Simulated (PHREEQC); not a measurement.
Dissolve 8.4 mmol/kgw HF, 0.018 mmol/kgw Ca(HCO3)2 and 0.03 mmol/kgw RbCl at 20 °C. Closed to the air; pH follows from the charge balance.

Equilibrium calculation in PHREEQC: ion-association model, wateq4f.dat.

The pH comes out as 2.68. The ionic strength comes out as 0.00227 mol/kgw and the total alkalinity comes out as -8.36 meq/kg.

| species | molality | activity | log γ |
|---|---|---|---|
| HF | 0.00591 | 0.00591 | 0.000 |
| H+ | 0.00219 | 0.00209 | -0.021 |
| F- | 0.00218 | 0.00207 | -0.023 |
| H2F2 | 0.000109 | 0.000109 | 0.000 |
| HF2- | 4.74e-5 | 4.50e-5 | -0.023 |
| CO2 | 3.60e-5 | 3.60e-5 | 0.000 |
| Cl- | 3.00e-5 | 2.85e-5 | -0.023 |
| Rb+ | 3.00e-5 | 2.85e-5 | -0.023 |
| Ca+2 | 1.78e-5 | 1.45e-5 | -0.089 |

This is a speciation only: nothing precipitates in the calculation. Saturation is exceeded, for instance for Fluorite; the values hold only as long as no solid forms.
